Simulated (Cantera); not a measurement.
A perfectly stirred reactor is fed with 6.67 % CH4, 93.3 % H2, at 35.0 Pa; it is held at 1875 K, and followed from long to short residence time.

Cantera simulation using GRI-Mech 3.0 (53 species, 325 reactions); the numbers are that mechanism's predictions, not measurements. GRI-Mech 3.0 stops at C3 and has no aromatics, soot or wall deposition, so with more carbon than oxygen in the feed, carbon stays in small species such as C2H2 where larger ones or solid carbon would form. Radical loss at walls, strong at low pressure, is not modelled.

Problem. Predict: x(CH4) at τ = 0.920 s; x(H2) at τ = 0.920 s; x(C2H6) at τ = 0.920 s; x(C2H) at τ = 0.920 s; x(C2H2) at τ = 0.920 s; x(CH4) at τ = 30.0 ms; x(H2) at τ = 30.0 ms; x(C2H6) at τ = 30.0 ms; x(C2H2) at τ = 30.0 ms.

Solution. 
* **x(CH4) at τ = 0.920 s**: 0.0476
* **x(H2) at τ = 0.920 s**: 0.940
* **x(C2H6) at τ = 0.920 s**: 2.88e-6
* **x(C2H) at τ = 0.920 s**: 2.34e-7
* **x(C2H2) at τ = 0.920 s**: 0.00742
* **x(CH4) at τ = 30.0 ms**: 0.0665
* **x(H2) at τ = 30.0 ms**: 0.933
* **x(C2H6) at τ = 30.0 ms**: 3.16e-8
* **x(C2H2) at τ = 30.0 ms**: 3.18e-7
